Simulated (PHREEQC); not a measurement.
A solution holds 0.0023 mol HF and 0.00039 mol Na2B4O7 per kg of water, at 20 °C. Closed to the air; pH follows from the charge balance.

Computed with PHREEQC (ion-association model, wateq4f.dat).

```
quantity                   before    after
------------------------  -------  -------
pH                           3.31     3.54
ionic strength (mol/kgw)  0.00129  0.00108
H3BO3 (mol/kgw)           0.00144  0.00152
H2BO3- (mol/kgw)          1.61e-9  6.85e-9
```

Q: Which change was made?
A) temperature from 20 to 75 °C
B) Na2B4O7 from 0.00039 to 0.000429 mol/kgw
C) HF left out
D) diluted 2-fold with water
E) 0.00023 mol/kgw HCl added

A: A, temperature from 20 to 75 °C

No solid was allowed to form. At this temperature some constants are extrapolated from 25 °C, and those without enthalpy data are left unchanged. Real BF4- forms and hydrolyses slowly; the run takes it at equilibrium.
